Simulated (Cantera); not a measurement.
# Thermodynamics of silicon oxide and oxynitride deposition, feed SiF₄ + O₃ + N₂

Feed: 1 mol SiF₄, 0.89 mol O₃, 15 mol N₂, held at 2123 K and 0.280 bar.

Equilibrium computed with Cantera from the NASA thermochemical tables; the gas is ideal and each condensed phase is pure. Candidate condensed phases: Si, SiO₂, Si₂N₂O, Si₃N₄; 28 gas species. The tables' values for SiF₃ are old estimates; treat these amounts as uncertain. Equilibrium is a limit: real reactors are often held back by kinetics, nucleation or transport.

```
Quantity                              Value
--------------------------------  ---------
x(N₂)                                 0.861
x(O₂)                                0.0733
x(SiF₄)                              0.0574
x(NO)                               0.00651
x(O)                               0.000833
x(F)                               0.000238
x(SiF₃)                            0.000221
x(NO₂)                              2.91e-6
x(SiO)                              2.18e-6
gas amount                        17.35 mol
log10 activity of Si(l) (absent)     -11.82
```
